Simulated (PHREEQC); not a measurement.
1 kg of water holding 0.026 mol K2CO3 and 0.12 mol K2SO4 is evaporated at 15 °C; the solids stay in contact with the brine. No CO2 enters from the air. Solids allowed: Arcanite, Kalicinite, Misenite. Others were left out.

The numbers come from PHREEQC with the Pitzer model, pitzer.dat.

Task: Predict ionic strength, Arcanite (mol) at water left (kg) = 0.6755, 0.2082, 0.04337.

Result: 
```csv
water left (kg),ionic strength,Arcanite (mol)
0.6755,0.647,0
0.2082,1.77,0.0233
0.04337,2.60,0.108
```
